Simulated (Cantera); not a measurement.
# Diamond growth

A diamond (100) surface in a fixed gas of H2 with x(CH4) = 0.012, x(H) = 0.00075, at 1400 K, 0.0260 bar; coverages are run to steady state.

Detailed kinetics in Cantera: the Harris–Goodwin 1993 mechanism for the reconstructed diamond (100) surface.

| x(CH3) | growth (µm/h) | θ c6HH | θ c6H* | θ c6*H | θ c6** | θ c6HM |
|---|---|---|---|---|---|---|
| 1e-06 | 0.000624 | 0.430 | 0.0534 | 0.489 | 0.0275 | 1.19e-7 |
| 2.7e-06 | 0.00168 | 0.430 | 0.0534 | 0.489 | 0.0275 | 3.22e-7 |
| 7.2e-06 | 0.00449 | 0.430 | 0.0534 | 0.489 | 0.0275 | 8.59e-7 |
| 1.9e-05 | 0.0118 | 0.430 | 0.0534 | 0.489 | 0.0275 | 2.27e-6 |
| 5.2e-05 | 0.0324 | 0.430 | 0.0534 | 0.489 | 0.0274 | 6.20e-6 |
| 0.00014 | 0.0869 | 0.430 | 0.0534 | 0.489 | 0.0274 | 1.67e-5 |
| 0.00038 | 0.234 | 0.430 | 0.0534 | 0.489 | 0.0271 | 4.52e-5 |
| 0.001 | 0.604 | 0.429 | 0.0533 | 0.488 | 0.0266 | 0.000119 |
| 0.0027 | 1.54 | 0.428 | 0.0531 | 0.486 | 0.0252 | 0.000318 |
θ: site fractions in the mechanism's names (c6HH fully hydrogenated, c6H* and c6*H radical sites, c6** diradical, c6HM methylated).
